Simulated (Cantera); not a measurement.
A closed system holds: 1 mol CuO, 0.52 mol CO, 9.1 mol H2, at 0.100 bar.

Cantera equilibrium calculation (NASA polynomials, part measured and part estimated; ideal gas, pure solids and liquids). Candidate condensed phases: C, C6H6, C7H8, C8H18, Cu, CuO, Cu(OH)2, Cu2O, H2O; 113 gas species. Rates play no part.

log p: log10 of the partial pressure in bar; n: condensed amount in mol.

```json
[
 {"T (K)": "800", "log p H2": "-1.09", "log p H2O": "-1.91", "log p H": "-12.08", "log p Cu": "<-13", "log p CO": "-2.73", "log p CH4": "-2.58", "log p CO2": "-2.92", "n Cu(s)": "1.00", "n Cu(l)": "0"},
 {"T (K)": "1000", "log p H2": "-1.07", "log p H2O": "-2.02", "log p H": "-9.18", "log p Cu": "-10.81", "log p CO": "-2.33", "log p CH4": "-4.95", "log p CO2": "-3.12", "n Cu(s)": "1.00", "n Cu(l)": "0"},
 {"T (K)": "1200", "log p H2": "-1.07", "log p H2O": "-2.00", "log p H": "-7.24", "log p Cu": "-7.91", "log p CO": "-2.30", "log p CH4": "-6.91", "log p CO2": "-3.37", "n Cu(s)": "1.000", "n Cu(l)": "0"},
 {"T (K)": "1400", "log p H2": "-1.07", "log p H2O": "-2.00", "log p H": "-5.85", "log p Cu": "-5.87", "log p CO": "-2.29", "log p CH4": "-8.31", "log p CO2": "-3.55", "n Cu(s)": "0", "n Cu(l)": "1.000"},
 {"T (K)": "1600", "log p H2": "-1.07", "log p H2O": "-1.99", "log p H": "-4.80", "log p Cu": "-4.40", "log p CO": "-2.28", "log p CH4": "-9.36", "log p CO2": "-3.68", "n Cu(s)": "0", "n Cu(l)": "0.996"},
 {"T (K)": "1800", "log p H2": "-1.08", "log p H2O": "-1.99", "log p H": "(withheld)", "log p Cu": "(withheld)", "log p CO": "-2.28", "log p CH4": "(withheld)", "log p CO2": "(withheld)", "n Cu(s)": "0", "n Cu(l)": "0.947"},
 {"T (K)": "2000", "log p H2": "-1.10", "log p H2O": "-2.01", "log p H": "-3.34", "log p Cu": "-2.37", "log p CO": "-2.30", "log p CH4": "-10.88", "log p CO2": "-3.87", "n Cu(s)": "0", "n Cu(l)": "0.562"},
 {"T (K)": "2200", "log p H2": "-1.12", "log p H2O": "-2.04", "log p H": "(withheld)", "log p Cu": "-2.03", "log p CO": "-2.32", "log p CH4": "(withheld)", "log p CO2": "-3.96", "n Cu(s)": "0", "n Cu(l)": "0"},
 {"T (K)": "2400", "log p H2": "-1.14", "log p H2O": "-2.05", "log p H": "-2.37", "log p Cu": "-2.04", "log p CO": "-2.33", "log p CH4": "-11.95", "log p CO2": "-4.01", "n Cu(s)": "0", "n Cu(l)": "0"},
 {"T (K)": "2600", "log p H2": "-1.17", "log p H2O": "-2.07", "log p H": "-2.00", "log p Cu": "-2.05", "log p CO": "-2.34", "log p CH4": "-12.39", "log p CO2": "-4.05", "n Cu(s)": "0", "n Cu(l)": "0"}
]
```

Task: Fill in the missing entries.

Result: 
- 2200, log p H: -2.81
- 2200, log p CH4: -11.49
- 1800, log p H: -3.98
- 1800, log p Cu: -3.27
- 1800, log p CH4: -10.18
- 1800, log p CO2: -3.78
